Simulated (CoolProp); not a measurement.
A simple Rankine cycle with methanol: condensing at 311.15 K, boiler at 2.35 MPa, turbine inlet 461.2 K, turbine efficiency 0.6, pump efficiency 0.6, no recuperator. Each further row changes one setting.

The numbers come from the reference Helmholtz-energy equation of state, de Reuck 1993 in CoolProp.

```json
[
 {"case": "as stated", "thermal efficiency (%)": "15.5", "net work (kJ/kg)": "199", "heat in (kJ/kg)": "1280", "turbine exit temperature (K)": "311.1", "volume ratio over the turbine": "?"},
 {"case": "turbine inlet 481.2 K", "thermal efficiency (%)": "15.7", "net work (kJ/kg)": "213", "heat in (kJ/kg)": "1350", "turbine exit temperature (K)": "311.1", "volume ratio over the turbine": "53.1"},
 {"case": "condensing temperature 303.15 K", "thermal efficiency (%)": "?", "net work (kJ/kg)": "213", "heat in (kJ/kg)": "1300", "turbine exit temperature (K)": "303.1", "volume ratio over the turbine": "80.8"},
 {"case": "boiler pressure 1.65 MPa", "thermal efficiency (%)": "?", "net work (kJ/kg)": "195", "heat in (kJ/kg)": "1330", "turbine exit temperature (K)": "311.1", "volume ratio over the turbine": "37.8"},
 {"case": "turbine efficiency 0.5", "thermal efficiency (%)": "12.8", "net work (kJ/kg)": "165", "heat in (kJ/kg)": "1280", "turbine exit temperature (K)": "311.1", "volume ratio over the turbine": "58.0"}
]
```

### Question
Some entries are withheld; supply them.

### Answer

- as stated, volume ratio over the turbine: 56.2
- condensing temperature 303.15 K, thermal efficiency (%): 16.4
- boiler pressure 1.65 MPa, thermal efficiency (%): 14.6

The expansion ends wet for: as stated; turbine inlet 481.2 K; condensing temperature 303.15 K; boiler pressure 1.65 MPa; turbine efficiency 0.5.
